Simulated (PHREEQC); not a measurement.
Consider water at 45 °C with 0.0099 mol/kgw HF, 0.0036 mol/kgw NH4HF2, 5.2e-05 mol/kgw H4SiO4, 0.23 mol/kgw HCl and 0.0042 mol/kgw (CH3)4NF. Closed to the air; pH follows from the charge balance.

Computed with PHREEQC (ion-association model, phreeqc.dat).

No solid was allowed to form.

Q: Predict the pH.

A: pH 0.76.

Q: In which forms is Si present?

A: SiF6-2 97 %, H4SiO4 2.6 % of the Si.

(CH3)4N+ isn't in the database: it is added as a free cation with an ion size of 4 Å. Constants without temperature data keep their 25 °C values here. SiF6-2 is the database's only silicon fluoride.
